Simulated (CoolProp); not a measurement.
Saturation properties of isobutene (Tc = 418.1 K, pc = 4016 kPa, ω = 0.193).

Values from CoolProp's reference Helmholtz-energy equation of state, Lemmon 2005. It is a short technical equation, of lower accuracy than the large ones.

| T (K) | p (kPa) | liquid density (kg/m³) | vapour density (kg/m³) | liquid cp (kJ/(kg K)) | surface tension (mN/m) |
|---|---|---|---|---|---|
| 207.2 | 4.615 | 690.0 | 0.1511 | 2.026 | 23.5 |
| 215.5 | 8.039 | 681.3 | 0.2536 | 2.048 | 22.4 |
| 223.9 | 13.43 | 672.5 | 0.4092 | 2.072 | 21.2 |
| 232.2 | 21.38 | 663.7 | 0.6306 | 2.098 | 20.1 |
| 240.5 | 32.78 | 654.8 | 0.9385 | 2.126 | 19.0 |
| 248.8 | 48.65 | 645.8 | 1.355 | 2.155 | 17.9 |
| 257.1 | 70.10 | 636.7 | 1.903 | 2.187 | 16.8 |
| 265.5 | 98.79 | 627.2 | 2.621 | 2.221 | 15.8 |
| 273.8 | 135.4 | 617.7 | 3.521 | 2.257 | 14.7 |
| 282.1 | 181.8 | 608.0 | 4.642 | 2.296 | 13.7 |
| 290.4 | 239.5 | 598.0 | 6.022 | 2.337 | 12.7 |
| 298.7 | 310.1 | 587.7 | 7.701 | 2.381 | 11.7 |

It boils at 266.1 K under 1 atm.

Surface tension comes from a separate correlation (Mulero 2012).
